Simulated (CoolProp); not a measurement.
R1132(E) along the isobar 44 bar: density (kg/m³) from the reference equation and from simpler models built on Tc = 75.7 °C, pc = 51.74 bar, ω = 0.245; each cubic takes its own stable root.

The numbers come from the reference Helmholtz-energy equation of state, Akasaka 2024 in CoolProp.

```
T (°C)   phase  reference  van der Waals  Redlich-Kwong  Peng-Robinson
------  ------  ---------  -------------  -------------  -------------
40.75   liquid      870.3          529.2          714.2          843.3
47.35   liquid      837.8          507.1          677.9          799.6
54.05   liquid      799.2          479.4          634.5          747.4
60.65   liquid      751.4          440.4          579.8          682.5
73.85      gas      172.2          155.6          166.2          175.1
80.55      gas      154.1          145.1          151.8          157.3
87.15      gas      142.1          137.0          141.5          145.3
93.75      gas      133.1          130.3          133.4          136.1
100.35     gas      125.9          124.6          126.8          128.7
106.95     gas      119.9          119.6          121.1          122.5
113.65     gas      114.7          115.2          116.1          117.1
120.25     gas      110.2          111.2          111.8          112.4
126.85     gas      106.2          107.7          107.9          108.3
```
